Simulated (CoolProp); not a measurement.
Model: reference Helmholtz-energy equation of state, Akasaka 2023, in CoolProp.

For R1336mzz(E), give the phase and the cp (kJ/(kg K)), cv (kJ/(kg K)), isothermal compressibility (1/MPa), expansivity (1/kK) at 410 K and 0.974 MPa.


- 410 K and 0.974 MPa: gas; cp 0.978, cv 0.878, isothermal compressibility 1.19, expansivity 3.95
